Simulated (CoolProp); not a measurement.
Saturation properties of toluene (Tc = 591.7 K, pc = 4.126 MPa, ω = 0.266).

Model: reference Helmholtz-energy equation of state, Lemmon 2006, in CoolProp. It is a short technical equation, of lower accuracy than the large ones.

```json
[
 {"T (K)": "339", "p (MPa)": "0.02327", "liquid density (kg/m³)": "?", "enthalpy of vaporisation (kJ/kg)": "388.7", "liquid cp (kJ/(kg K))": "1.839", "vapour Z": "0.9858", "liquid viscosity (µPa s)": "359"},
 {"T (K)": "359.1", "p (MPa)": "0.04754", "liquid density (kg/m³)": "803.9", "enthalpy of vaporisation (kJ/kg)": "376.4", "liquid cp (kJ/(kg K))": "1.911", "vapour Z": "0.9763", "liquid viscosity (µPa s)": "301"},
 {"T (K)": "379.1", "p (MPa)": "0.08863", "liquid density (kg/m³)": "783.9", "enthalpy of vaporisation (kJ/kg)": "363.7", "liquid cp (kJ/(kg K))": "1.985", "vapour Z": "0.9631", "liquid viscosity (µPa s)": "257"},
 {"T (K)": "399.2", "p (MPa)": "0.1541", "liquid density (kg/m³)": "763.0", "enthalpy of vaporisation (kJ/kg)": "350.3", "liquid cp (kJ/(kg K))": "2.062", "vapour Z": "0.9457", "liquid viscosity (µPa s)": "223"},
 {"T (K)": "419.3", "p (MPa)": "?", "liquid density (kg/m³)": "741.3", "enthalpy of vaporisation (kJ/kg)": "336.0", "liquid cp (kJ/(kg K))": "2.142", "vapour Z": "0.9235", "liquid viscosity (µPa s)": "194"},
 {"T (K)": "439.4", "p (MPa)": "0.3920", "liquid density (kg/m³)": "718.3", "enthalpy of vaporisation (kJ/kg)": "320.4", "liquid cp (kJ/(kg K))": "2.226", "vapour Z": "0.8961", "liquid viscosity (µPa s)": "171"},
 {"T (K)": "459.4", "p (MPa)": "0.5831", "liquid density (kg/m³)": "694.1", "enthalpy of vaporisation (kJ/kg)": "?", "liquid cp (kJ/(kg K))": "2.314", "vapour Z": "0.8631", "liquid viscosity (µPa s)": "150"},
 {"T (K)": "479.5", "p (MPa)": "0.8383", "liquid density (kg/m³)": "667.7", "enthalpy of vaporisation (kJ/kg)": "284.5", "liquid cp (kJ/(kg K))": "2.413", "vapour Z": "0.8234", "liquid viscosity (µPa s)": "?"},
 {"T (K)": "499.6", "p (MPa)": "1.169", "liquid density (kg/m³)": "638.7", "enthalpy of vaporisation (kJ/kg)": "263.0", "liquid cp (kJ/(kg K))": "2.526", "vapour Z": "0.7761", "liquid viscosity (µPa s)": "116"},
 {"T (K)": "519.7", "p (MPa)": "1.589", "liquid density (kg/m³)": "606.0", "enthalpy of vaporisation (kJ/kg)": "238.0", "liquid cp (kJ/(kg K))": "2.668", "vapour Z": "0.7198", "liquid viscosity (µPa s)": "101"},
 {"T (K)": "539.7", "p (MPa)": "2.112", "liquid density (kg/m³)": "567.9", "enthalpy of vaporisation (kJ/kg)": "208.0", "liquid cp (kJ/(kg K))": "2.872", "vapour Z": "0.6518", "liquid viscosity (µPa s)": "86.3"}
]
```

### Question
What belongs in the gaps?

### Answer

- 339, liquid density (kg/m³): 823.5
- 419.3, p (MPa): 0.2521
- 459.4, enthalpy of vaporisation (kJ/kg): 303.5
- 479.5, liquid viscosity (µPa s): 133

It boils at 383.7 K under 1 atm.

Viscosity comes from a separate model (Avgeri 2015).
